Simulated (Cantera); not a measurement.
Cantera run, input and output.

```python
import numpy as np
import cantera as ct

gas = ct.Solution("h2o2.yaml")


def delay(T, t_max=10):
    gas.TPX = T, 2900000, {'H2': 1, 'O2': 0.417, 'N2': 1.57}
    reactor = ct.IdealGasConstPressureReactor(gas, clone=False)
    net = ct.ReactorNet([reactor])
    net.rtol, net.atol = 1e-8, 1e-16
    while net.time < t_max:
        t_old, T_old = net.time, reactor.T
        net.step()
        if reactor.T > T + 400:  # ignition: a rise of 400 K
            return t_old + (T + 400 - T_old) / (reactor.T - T_old) * (net.time - t_old)
    return np.nan


taus = []
for T in [1075, 1150, 1225, 1300, 1375, 1450, 1525, 1600, 1675]:
    taus.append(delay(T))
    print(f"T0 = {T:6g} K   tau = {taus[-1]:.4e} s")
```

It prints:

```
T0 =   1075 K   tau = 9.9474e-04 s
T0 =   1150 K   tau = 2.5123e-04 s
T0 =   1225 K   tau = 6.9076e-05 s
T0 =   1300 K   tau = 1.8899e-05 s
T0 =   1375 K   tau = 4.5629e-06 s
T0 =   1450 K   tau = 1.2813e-06 s
T0 =   1525 K   tau = 6.5378e-07 s
T0 =   1600 K   tau = 4.3305e-07 s
T0 =   1675 K   tau = 3.2112e-07 s
```

Detailed kinetics in Cantera: the H2/O2 subset of GRI-Mech 3.0, which has no nitrogen chemistry. The hydrogen kinetics of GRI-Mech 3.0 are dated; newer H2 mechanisms differ, most at raised pressure. The pressure lies above the range GRI-Mech 3.0 was tuned for (to about 10 atm).
